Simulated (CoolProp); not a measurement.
Vapour-liquid equilibrium of benzene (1) + n-decane (2) at 338.4 K; x and y are mole fractions of (1).

Model: multi-fluid Helmholtz-energy mixture model, Thol 2012 and Lemmon 2006; pair parameters Bell 2016, in CoolProp.

```tsv
x	bubble pressure, mixture model (bar)	bubble pressure, Raoult's law (bar)	y, mixture model	y, Raoult's law
0.05	0.05448	0.05037	0.650	0.622
0.125	0.1078	0.09589	0.836	0.817
0.2	0.1609	0.1414	0.899	0.887
0.275	0.2124	0.1869	0.930	0.922
0.35	0.2612	0.2325	0.948	0.944
0.425	0.3072	0.2780	0.960	0.959
0.5	0.3506	0.3235	0.969	0.969
0.575	0.3920	0.3690	0.976	0.977
0.65	0.4321	0.4146	0.981	0.983
0.725	0.4718	0.4601	0.986	0.988
0.8	0.5120	0.5056	0.990	0.992
0.875	0.5534	0.5511	0.994	0.995
0.95	0.5968	0.5967	0.998	0.998
```

The largest gap from Raoult's law is +13.8 % in bubble pressure, at x = 0.2. No azeotrope shows between x = 0.05 and 0.95.

The pair parameters rest on a limited set of measurements; away from them the model extrapolates.
